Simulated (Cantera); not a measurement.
Feed: 1 mol PbO, 0.049 mol O₂, 1.1 mol N₂, held at 825 °C and 1.00 bar.

These are equilibrium values from Cantera (NASA tables, ideal gas, pure condensed phases), not measurements of a reactor. Candidate condensed phases: Pb, PbO, PbO₂, Pb₃O₄; 12 gas species. Equilibrium is a limit: real reactors are often held back by kinetics, nucleation or transport.

Base state: N₂ 0.957, O₂ 0.0426, NO 4.14e-5 (mole fractions); condensed: PbO(yellow).

Task: What changes in the equilibrium state with this change: temperature from 825 °C to 227 °C?

Result: 
```json
[
 {"species": "N₂", "before": "0.957", "after": "1.000"},
 {"species": "O₂", "before": "0.0426", "after": "0.000461"},
 {"species": "NO", "before": "4.14e-5", "after": "<1e-9"},
 {"species": "PbO(yellow), mol", "before": "1.000", "after": "0"},
 {"species": "PbO(red), mol", "before": "0", "after": "0.709"},
 {"species": "Pb₃O₄(s), mol", "before": "0", "after": "0.0970"}
]
```
